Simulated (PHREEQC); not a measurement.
Dissolve 0.00014 mol/kgw H4SiO4, 0.0094 mol/kgw K2SiO3 and 5.1e-05 mol/kgw (NH4)2HPO4 at 5.9 °C. Closed to the air; pH follows from the charge balance.

Model: ion-association model, phreeqc.dat, run in PHREEQC.

No solid was allowed to form.

Q: Predict the pH, ionic strength.

A: pH 12.56; ionic strength 0.0197 mol/kgw.

Q: In which forms is P present?

A: PO4-3 68 %, HPO4-2 31 %, KHPO4- 0.7 % of the P.

Complexes and solids missing from the database can't appear. Away from 25 °C the constants follow the database's enthalpies or fits; those with neither stay at their 25 °C values.
